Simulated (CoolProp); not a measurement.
Aqueous propylene glycol as a coolant, 37 % by mass, freezing at -17.9 °C, 1 atm.

Computed with CoolProp (Melinder's fits for secondary coolants).

```json
[
 {"T (°C)": "-11.7", "Prandtl number": "…", "density (kg/m³)": "1043", "cp (kJ/(kg K))": "3.656", "conductivity (W/(m K))": "…"},
 {"T (°C)": "-3.7", "Prandtl number": "117", "density (kg/m³)": "1041", "cp (kJ/(kg K))": "3.681", "conductivity (W/(m K))": "0.397"},
 {"T (°C)": "4.4", "Prandtl number": "74.0", "density (kg/m³)": "…", "cp (kJ/(kg K))": "3.707", "conductivity (W/(m K))": "…"},
 {"T (°C)": "12.4", "Prandtl number": "49.6", "density (kg/m³)": "1034", "cp (kJ/(kg K))": "3.732", "conductivity (W/(m K))": "0.408"},
 {"T (°C)": "20.4", "Prandtl number": "34.9", "density (kg/m³)": "1030", "cp (kJ/(kg K))": "3.756", "conductivity (W/(m K))": "0.413"},
 {"T (°C)": "28.5", "Prandtl number": "…", "density (kg/m³)": "1025", "cp (kJ/(kg K))": "…", "conductivity (W/(m K))": "0.419"},
 {"T (°C)": "36.5", "Prandtl number": "19.4", "density (kg/m³)": "1020", "cp (kJ/(kg K))": "3.805", "conductivity (W/(m K))": "0.425"}
]
```

Question: What belongs in the gaps?

Answer: 
- -11.7, Prandtl number: 195
- -11.7, conductivity (W/(m K)): 0.392
- 4.4, density (kg/m³): 1037
- 4.4, conductivity (W/(m K)): 0.403
- 28.5, Prandtl number: 25.5
- 28.5, cp (kJ/(kg K)): 3.781
